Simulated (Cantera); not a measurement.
A freely propagating, adiabatic, planar premixed flame of 6.01 % C3H8, 20.0 % O2, 74.0 % N2, equivalence ratio 1.5, unburnt at 500 K and 1.00 atm; mixture-averaged transport, grid criteria slope 0.08 and curve 0.16, no radiation.

Detailed kinetics in Cantera: GRI-Mech 3.0 (53 species, 325 reactions). GRI-Mech 3.0 was tuned for natural gas; its chemistry of propane as a main component is partial and can be far from experiment. Burning velocities carry a grid error of a few per cent, more on coarse grids.

Question: Predict: laminar burning velocity; thermal thickness; peak x(H2O2); peak x(C2H2); peak x(H2).

Answer: 
| Quantity | Value |
|---|---|
| laminar burning velocity | 61.7 cm/s |
| thermal thickness | 0.409 mm |
| peak x(H2O2) | 1.56e-5 |
| peak x(C2H2) | 0.00635 |
| peak x(H2) | 0.0676 |
